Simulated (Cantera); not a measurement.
## Premixed flame

A freely propagating, adiabatic, planar premixed flame of CO : H2 : O2 : N2 : H2O = 1 : 0.38 : 0.531 : 2 : 0.13 (molar parts), equivalence ratio 1.3, unburnt at 650 K and 90.0 Torr; mixture-averaged transport, grid criteria slope 0.08 and curve 0.16, no radiation.

Model: GRI-Mech 3.0 (53 species, 325 reactions), integrated in Cantera. Burning velocities carry a grid error of a few per cent, more on coarse grids.

| z (mm) | T (K) | u (m/s) | x CO | x H2 | x O2 | x H2O2 | x NO | x H |
|---|---|---|---|---|---|---|---|---|
| -31.5 | 650 | 4.02 | 0.247 | 0.0940 | 0.131 | <1e-8 | <1e-8 | <1e-8 |
| -21.0 | 650 | 4.02 | 0.247 | 0.0940 | 0.131 | <1e-8 | <1e-8 | <1e-8 |
| -15.8 | 650 | 4.02 | 0.247 | 0.0940 | 0.131 | <1e-8 | <1e-8 | <1e-8 |
| -10.5 | 650 | 4.02 | 0.247 | 0.0940 | 0.131 | <1e-8 | <1e-8 | 1.41e-8 |
| -5.25 | 652 | 4.03 | 0.247 | 0.0937 | 0.131 | 2.86e-7 | <1e-8 | 6.46e-5 |
| -2.63 | 727 | 4.48 | 0.245 | 0.0866 | 0.129 | 6.17e-7 | <1e-8 | 0.00313 |
| 0 | 1092 | 6.64 | 0.216 | 0.0350 | 0.0917 | 4.39e-7 | 3.83e-7 | 0.0352 |
| 2.63 | 1386 | 8.27 | 0.152 | 0.0166 | 0.0460 | 3.28e-7 | 3.68e-6 | 0.0591 |
| 5.25 | 1519 | 8.93 | 0.123 | 0.0199 | 0.0343 | 2.33e-7 | 8.18e-6 | 0.0611 |
| 10.5 | 1643 | 9.55 | 0.118 | 0.0212 | 0.0306 | 1.56e-7 | 1.58e-5 | 0.0514 |
| 21.0 | 1778 | 10.2 | 0.122 | 0.0206 | 0.0289 | 9.32e-8 | 2.64e-5 | 0.0380 |
| 42.0 | 1923 | 10.9 | 0.123 | 0.0193 | 0.0262 | 5.18e-8 | 4.23e-5 | 0.0263 |
| 84.0 | 2070 | 11.6 | 0.120 | 0.0173 | 0.0224 | 2.98e-8 | 7.65e-5 | 0.0172 |
x: mole fraction of selected species; z is measured from the peak of heat release.

```yaml
laminar_burning_velocity: 402 cm/s
thermal_thickness: 10.5 mm
peak x(H2O2): 7.55e-7
peak x(H): 0.0617
grid_points: 162
```
